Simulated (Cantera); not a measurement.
Low-pressure radical oxidation in H2/O2

An isothermal, constant-pressure homogeneous reactor starts with 9.91 % H₂, 30.0 % O₂, 60.1 % N₂, equivalence ratio 0.17, at 973 K and 860 Pa.

Detailed kinetics in Cantera: the H2/O2 subset of GRI-Mech 3.0, which has no nitrogen chemistry. Radical loss at walls, strong at low pressure, is not modelled. The temperature is held fixed by assumption; the heat of reaction is taken as removed at once.

```tsv
t (s)	x H₂	x O₂	x O	x OH	x HO₂
0.000300	0.0991	0.300	3.94e-12	2.22e-12	2.62e-11
0.000674	0.0991	0.300	1.77e-11	7.74e-12	5.91e-11
0.00152	0.0991	0.300	9.54e-11	3.62e-11	1.35e-10
0.00341	0.0991	0.300	1.32e-9	4.79e-10	3.40e-10
0.00766	0.0991	0.300	3.10e-7	1.12e-7	1.11e-8
0.0172	0.0454	0.276	0.00847	0.00221	2.18e-6
0.0387	0.00379	0.258	0.0135	0.00159	2.61e-6
0.0871	0.00163	0.261	0.00538	0.00102	2.63e-6
0.196	0.000331	0.263	0.00106	0.000417	2.04e-6
0.440	4.61e-5	0.264	0.000142	0.000146	9.31e-7
0.989	7.11e-6	0.264	2.27e-5	5.84e-5	2.75e-7
2.22	1.43e-6	0.264	5.01e-6	2.75e-5	7.66e-8
5.00	3.70e-7	0.264	1.42e-6	1.46e-5	2.40e-8
```
x: mole fraction; the columns are a selection and need not sum to one.

Equilibrium at this temperature and pressure: H₂ 8.42e-11, O₂ 0.264, O 3.77e-10, OH 2.38e-7, HO₂ 2.20e-10 (gas phase only).
